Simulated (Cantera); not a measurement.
A perfectly stirred reactor is fed with 4.88 % CH₄, 0.269 % C₂H₆, 0.210 % C₃H₈, 19.9 % O₂, 74.7 % N₂, equivalence ratio 0.59, at 4.93 atm; it is adiabatic with a 450 K inlet, and is followed from long to short residence time, starting on the burning branch (τ in s: 0.28, 0.093, 0.03, 0.01, 0.0033, 0.0011, 0.00035, 0.00011, 3.8e-05).

Model: GRI-Mech 3.0 (53 species, 325 reactions), integrated in Cantera.

x: mole fraction; the columns are a selection and need not sum to one.

```csv
τ (s),T (K),x CH₄,x C₂H₆,x C₃H₈,x H,x CO₂,x CH₂,x N₂O
0.28,1775,2.40e-6,2.63e-8,1.85e-8,6.60e-7,0.0602,3.13e-9,3.88e-7
0.093,1774,5.84e-6,6.81e-8,4.96e-8,1.24e-6,0.0602,9.26e-9,5.42e-7
0.030,1772,1.33e-5,1.67e-7,1.27e-7,2.99e-6,0.0600,2.74e-8,8.68e-7
0.010,1767,2.81e-5,3.80e-7,2.98e-7,7.84e-6,0.0596,7.61e-8,1.38e-6
0.0033,1759,5.98e-5,8.49e-7,6.79e-7,2.14e-5,0.0589,2.04e-7,1.92e-6
0.0011,1743,0.000130,1.90e-6,1.52e-6,5.72e-5,0.0572,5.15e-7,2.11e-6
0.00035,1703,…,…,…,…,0.0530,…,…
0.00011,450,0.0488,0.00269,0.00210,<1e-12,<1e-12,<1e-12,<1e-12
3.8e-5,450,0.0488,0.00269,0.00210,<1e-12,<1e-12,<1e-12,<1e-12
```

Question: What belongs in the gaps?

Answer: 
- 0.00035, x CH₄: 0.000332
- 0.00035, x C₂H₆: 4.92e-6
- 0.00035, x C₃H₈: 3.79e-6
- 0.00035, x H: 0.000144
- 0.00035, x CH₂: 1.27e-6
- 0.00035, x N₂O: 1.75e-6
